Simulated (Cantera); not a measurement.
Feed: 1 mol SiC, 0.23 mol C, 2.6 mol N₂, held at 2098 K and 19.0 Pa.

These are equilibrium values from Cantera (NASA tables, ideal gas, pure condensed phases), not measurements of a reactor. Candidate condensed phases: C, Si, SiC, Si₃N₄; 20 gas species. The tables' values for SiN are old estimates; treat these amounts as uncertain. Rates play no part.

Base state: N₂ 0.941, Si 0.0532, SiC₂ 0.00340, Si₂C 0.00216, SiN 0.000148, CN 0.000134, Si₂ 5.35e-5, Si₂N 1.38e-5 (mole fractions); condensed: C(graphite) + SiC(s).

**Question.** What changes in the equilibrium state with this change: pressure from 19.0 Pa to 1330 Pa?

**Answer.** 
```tsv
species	before	after
N₂	0.941	0.999
Si	0.0532	0.000759
SiC₂	0.00340	4.85e-5
Si₂	5.35e-5	7.62e-7
Si₂C	0.00216	3.08e-5
CN	0.000134	1.65e-5
C(graphite), mol	0.374	0.232
SiC(s), mol	0.831	0.998
```

**Question.** What changes in the equilibrium state with this change: temperature from 2098 K to 1725 K?

**Answer.** 
| species | before | after |
|---|---|---|
| N₂ | 0.941 | 1.000 |
| Si | 0.0532 | 8.99e-5 |
| SiC₂ | 0.00340 | 8.30e-7 |
| Si₂ | 5.35e-5 | 7.22e-9 |
| Si₂C | 0.00216 | 6.29e-7 |
| Si₂N | 1.38e-5 | 2.04e-8 |
| C(graphite), mol | 0.374 | 0.230 |
| SiC(s), mol | 0.831 | 1.000 |

**Question.** What changes in the equilibrium state with this change: temperature from 2098 K to 1475 K?

**Answer.** 
```
species             before    after
----------------  --------  -------
N₂                   0.941     1.00
Si                  0.0532  2.00e-7
SiN               0.000148  3.94e-9
SiC₂               0.00340    <1e-9
Si₂C               0.00216    <1e-9
Si₂                5.35e-5    <1e-9
C(graphite), mol     0.374    0.230
SiC(s), mol          0.831    1.000
```
